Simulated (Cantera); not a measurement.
# Premixed flame

A freely propagating, adiabatic, planar premixed flame of CH4 : C2H6 : C3H8 : O2 : N2 : H2O = 1 : 0.038 : 0.37 : 2.85 : 10.7 : 4.1 (molar parts), equivalence ratio 1.4, unburnt at 498 K and 760 Torr; mixture-averaged transport, grid criteria slope 0.08 and curve 0.16, no radiation.

Cantera simulation using GRI-Mech 3.0 (53 species, 325 reactions); the numbers are that mechanism's predictions, not measurements. GRI-Mech 3.0 was tuned for natural gas; its chemistry of propane as a main component is partial and can be far from experiment. Burning velocities carry a grid error of a few per cent, more on coarse grids.

```json
[
 {"z (mm)": "-4.20", "T (K)": "499", "u (m/s)": "0.167", "x CH4": "0.0522", "x C2H6": "0.00199", "x C3H8": "0.0193", "x H": "<1e-8", "x O2": "0.149", "x C2H2": "3.10e-7"},
 {"z (mm)": "-2.80", "T (K)": "507", "u (m/s)": "0.170", "x CH4": "0.0516", "x C2H6": "0.00197", "x C3H8": "0.0192", "x H": "<1e-8", "x O2": "0.147", "x C2H2": "4.18e-6"},
 {"z (mm)": "-2.10", "T (K)": "529", "u (m/s)": "0.179", "x CH4": "0.0505", "x C2H6": "0.00196", "x C3H8": "0.0191", "x H": "<1e-8", "x O2": "0.145", "x C2H2": "1.79e-5"},
 {"z (mm)": "-1.40", "T (K)": "637", "u (m/s)": "0.218", "x CH4": "0.0465", "x C2H6": "0.00193", "x C3H8": "0.0183", "x H": "<1e-8", "x O2": "0.135", "x C2H2": "0.000123"},
 {"z (mm)": "-0.700", "T (K)": "1000", "u (m/s)": "0.351", "x CH4": "0.0338", "x C2H6": "0.00183", "x C3H8": "0.0123", "x H": "1.48e-6", "x O2": "0.0973", "x C2H2": "0.000726"},
 {"z (mm)": "-0.350", "T (K)": "1305", "u (m/s)": "0.467", "x CH4": "0.0222", "x C2H6": "0.00149", "x C3H8": "0.00381", "x H": "4.21e-5", "x O2": "0.0615", "x C2H2": "0.00151"},
 {"z (mm)": "0", "T (K)": "1598", "u (m/s)": "0.578", "x CH4": "0.00896", "x C2H6": "0.000305", "x C3H8": "3.69e-5", "x H": "0.000440", "x O2": "0.0244", "x C2H2": "0.00275"},
 {"z (mm)": "0.350", "T (K)": "1740", "u (m/s)": "0.629", "x CH4": "0.00302", "x C2H6": "2.89e-5", "x C3H8": "3.45e-8", "x H": "0.000774", "x O2": "0.00711", "x C2H2": "0.00236"},
 {"z (mm)": "0.700", "T (K)": "1787", "u (m/s)": "0.645", "x CH4": "0.00156", "x C2H6": "5.71e-6", "x C3H8": "<1e-8", "x H": "0.000692", "x O2": "0.00220", "x C2H2": "0.00172"},
 {"z (mm)": "1.40", "T (K)": "1812", "u (m/s)": "0.653", "x CH4": "0.000994", "x C2H6": "1.00e-6", "x C3H8": "<1e-8", "x H": "0.000385", "x O2": "0.000376", "x C2H2": "0.00126"},
 {"z (mm)": "2.80", "T (K)": "1820", "u (m/s)": "0.655", "x CH4": "0.000859", "x C2H6": "2.10e-7", "x C3H8": "<1e-8", "x H": "0.000172", "x O2": "4.57e-5", "x C2H2": "0.000999"},
 {"z (mm)": "5.60", "T (K)": "1822", "u (m/s)": "0.655", "x CH4": "0.000796", "x C2H6": "8.43e-8", "x C3H8": "<1e-8", "x H": "0.000113", "x O2": "4.48e-6", "x C2H2": "0.000786"},
 {"z (mm)": "11.2", "T (K)": "1822", "u (m/s)": "0.656", "x CH4": "0.000677", "x C2H6": "5.07e-8", "x C3H8": "<1e-8", "x H": "0.000104", "x O2": "1.94e-7", "x C2H2": "0.000525"}
]
```
x: mole fraction of selected species; z is measured from the peak of heat release.

```json
{
  "laminar_burning_velocity": "16.6 cm/s",
  "thermal_thickness": "1.40 mm",
  "peak x(H)": "0.000781",
  "peak x(C2H2)": "0.00282",
  "grid_points": "121"
}
```
